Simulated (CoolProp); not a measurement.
A Linde-Hampson liquefier for methane: isothermal reversible compression at 250 K from 1 atm to 10 MPa, throttling to 1 atm, return gas leaving the recuperator 10 K below the feed. Each further row changes one setting.

Model: reference Helmholtz-energy equation of state, Setzmann 1991, in CoolProp.

```json
[
 {"case": "as stated", "liquid yield per pass": "…", "compression work (kJ/kg of gas)": "553"},
 {"case": "high pressure 20 MPa", "liquid yield per pass": "…", "compression work (kJ/kg of gas)": "613"},
 {"case": "warm-end temperature 280 K", "liquid yield per pass": "0.112", "compression work (kJ/kg of gas)": "…"},
 {"case": "warm-end gap 15 K", "liquid yield per pass": "…", "compression work (kJ/kg of gas)": "553"}
]
```

Some entries are withheld; supply them.


- as stated, liquid yield per pass: 0.177
- high pressure 20 MPa, liquid yield per pass: 0.307
- warm-end temperature 280 K, compression work (kJ/kg of gas): 636
- warm-end gap 15 K, liquid yield per pass: 0.166
